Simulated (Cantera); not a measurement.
**Roasting and sulfation: FeS2 + H2S + H2O**

Feed: 1 mol FeS2, 0.15 mol H2S, 6.5 mol H2O, at 1000 Pa.

Cantera equilibrium calculation (NASA polynomials, part measured and part estimated; ideal gas, pure solids and liquids). Candidate condensed phases: Fe, FeO, Fe(OH)2, Fe(OH)3, FeS, FeSO4, FeS2, Fe2O3, Fe2(SO4)3, Fe3O4, H2O, H2SO4, S; 22 gas species. FeS: taken at fixed stoichiometry. Gases not in the tables: S3 to S7. The numbers say what is thermodynamically allowed, not how fast it happens.

| T (°C) | log p H2O | log p H2 | log p H2S | log p SO2 | log p S2 | log p SO | log p SH | n FeS(s) | n FeS2(s) |
|---|---|---|---|---|---|---|---|---|---|
| 477 | -2.01 | -4.67 | -3.60 | -4.64 | -5.24 | -9.93 | -9.34 | 0.0390 | 0.961 |
| 527 | -2.04 | -4.56 | -3.26 | -3.74 | -4.01 | -8.64 | -8.34 | 0.489 | 0.511 |
| 577 | -2.06 | -4.32 | -3.12 | -3.53 | -3.54 | -7.95 | -7.70 | 1.00 | 0 |
| 627 | -2.06 | -4.07 | -3.16 | -3.55 | -3.49 | -7.54 | -7.30 | 1.00 | 0 |
| 677 | -2.07 | -3.86 | -3.20 | -3.56 | -3.45 | -7.16 | -6.94 | 1.00 | 0 |
| 727 | -2.07 | -3.67 | -3.25 | -3.55 | -3.42 | -6.81 | -6.63 | 1.00 | 0 |
| 777 | -2.07 | -3.51 | -3.30 | -3.53 | -3.40 | -6.49 | -6.35 | 1.00 | 0 |
| 827 | -2.08 | -3.38 | -3.36 | -3.49 | -3.38 | -6.19 | -6.11 | 1.00 | 0 |
| 877 | -2.08 | -3.26 | -3.43 | -3.45 | -3.37 | -5.92 | -5.89 | 1.00 | 0 |
| 927 | -2.09 | -3.16 | -3.50 | -3.40 | -3.37 | -5.67 | -5.70 | 1.000 | 0 |
| 977 | -2.10 | -3.08 | -3.57 | -3.35 | -3.37 | -5.43 | -5.53 | 1.000 | 0 |
| 1027 | -2.10 | -3.00 | -3.65 | -3.30 | -3.38 | -5.21 | -5.38 | 1.000 | 0 |
log p: log10 of the partial pressure in bar; n: condensed amount in mol.

From 477 °C to 527 °C the condensed part is FeS(s) + FeS2(s). From 577 °C to 1027 °C the condensed part is FeS(s).
